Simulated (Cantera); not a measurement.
What does this Cantera script print?

```python
import numpy as np
import cantera as ct

gas = ct.Solution("gri30.yaml")
gas.TPX = 1625, 50000, {'CH4': 1, 'N2': 5}
reactor = ct.IdealGasConstPressureReactor(gas, energy="off", clone=False)
net = ct.ReactorNet([reactor])
net.rtol, net.atol = 1e-08, 1e-18
show = ['CH4', 'CH2', 'H', 'C2H6', 'C2H', 'C2H2', 'H2']
times = np.geomspace(2e-05, 200, 11)

steps = ct.SolutionArray(gas, extra=["t"])
rows = []
print(f"{'t/s':>10s}{'T/K':>9s}{'P/Pa':>11s}" + "".join(f"{s:>11s}" for s in show))
for t in times:
    while net.time < t:
        t_next = net.step()
        steps.append(gas.state, t=t_next)
    rows.append([np.interp(t, steps.t, y) for y in (steps.T, steps.P, *steps(*show).X.T)])
    print(f"{t:10.3e}{rows[-1][0]:9.1f}{rows[-1][1]:11.4g}" + "".join(f"{x:11.3e}" for x in rows[-1][2:]))
rate = np.gradient(steps.T, steps.t)
print("integrator steps:", len(steps.t))
if steps.T.max() > steps.T[0] + 200:
    print(f"time of steepest temperature rise: {steps.t[rate.argmax()]:.4e} s")
gas.TPX = 1625, 50000, {'CH4': 1, 'N2': 5}
gas.equilibrate("TP")
print(f"equilibrium (TP): T = {gas.T:.1f} K  " + "  ".join(f"{s} {gas[s].X[0]:.3e}" for s in show))
```

Result:

```
       t/s      T/K       P/Pa        CH4        CH2          H       C2H6        C2H       C2H2         H2
 2.000e-05   1625.0      5e+04  1.667e-01  4.972e-11  1.348e-07  3.566e-09  6.216e-20  3.675e-13  5.942e-06
 1.002e-04   1625.0      5e+04  1.666e-01  1.053e-09  1.412e-07  4.268e-07  2.927e-16  3.307e-10  3.076e-05
 5.024e-04   1625.0      5e+04  1.663e-01  1.626e-08  2.537e-07  3.028e-05  8.013e-13  2.407e-07  1.983e-04
 2.518e-03   1625.0      5e+04  1.632e-01  9.138e-08  1.295e-06  3.671e-04  1.615e-10  8.727e-05  2.672e-03
 1.262e-02   1625.0      5e+04  1.376e-01  1.121e-07  8.045e-06  3.933e-04  6.969e-09  7.327e-03  3.243e-02
 6.325e-02   1625.0      5e+04  8.371e-02  5.211e-08  1.982e-05  9.472e-05  2.467e-08  3.415e-02  1.052e-01
 3.170e-01   1625.0      5e+04  2.790e-02  2.022e-08  3.491e-05  1.042e-05  4.432e-08  5.887e-02  1.778e-01
 1.589e+00   1625.0      5e+04  5.861e-03  5.254e-09  4.440e-05  6.036e-07  5.641e-08  6.832e-02  2.062e-01
 7.962e+00   1625.0      5e+04  3.104e-03  2.905e-09  4.601e-05  2.448e-07  5.846e-08  6.949e-02  2.097e-01
 3.991e+01   1625.0      5e+04  3.095e-03  2.896e-09  4.602e-05  2.439e-07  5.846e-08  6.949e-02  2.098e-01
 2.000e+02   1625.0      5e+04  3.094e-03  2.896e-09  4.602e-05  2.439e-07  5.846e-08  6.949e-02  2.098e-01
integrator steps: 1473
equilibrium (TP): T = 1625.0 K  CH4 2.083e-03  CH2 1.935e-09  H 4.619e-05  C2H6 1.097e-07  C2H 2.580e-08  C2H2 3.078e-02  H2 2.113e-01
```

Computed with Cantera and GRI-Mech 3.0 (53 species, 325 reactions). GRI-Mech 3.0 stops at C3 and has no aromatics, soot or wall deposition, so with more carbon than oxygen in the feed, carbon stays in small species such as C2H2 where larger ones or solid carbon would form.
